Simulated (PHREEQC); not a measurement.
A solution holds 13 mmol/kgw CuCl2, 9.3 mmol/kgw H2SO4 and 77 mmol/kgw H3BO3, at 80 °C. Closed to the air; pH follows from the charge balance.

Equilibrium calculation in PHREEQC: ion-association model, phreeqc.dat.

Each row changes one thing in this solution. This is a speciation only: nothing precipitates in the calculation.

```
case                                            pH  ionic strength (mol/kgw)  H2BO3- (mol/kgw)
--------------------------------------------  ----  ------------------------  ----------------
as made                                       1.96                    0.0454           1.19e-8
CuCl2 from 0.013 to 0.0065 mol/kgw            1.97                    0.0304           1.16e-8
H2SO4 left out                                4.13                    0.0329           1.70e-6
diluted 100-fold with water                   3.76                  0.000647           6.10e-9
CuCl2 from 0.013 to 0.026 mol/kgw             1.96                    0.0732           1.22e-8
CuCl2 left out                                1.98                    0.0142           1.14e-8
temperature from 80 to 45 °C                  1.90                    0.0502           6.19e-9
CuCl2 replaced by ZnCl2 at the same molality  1.96                    0.0459           1.17e-8
```

Away from 25 °C the constants follow the database's enthalpies or fits; those with neither stay at their 25 °C values.
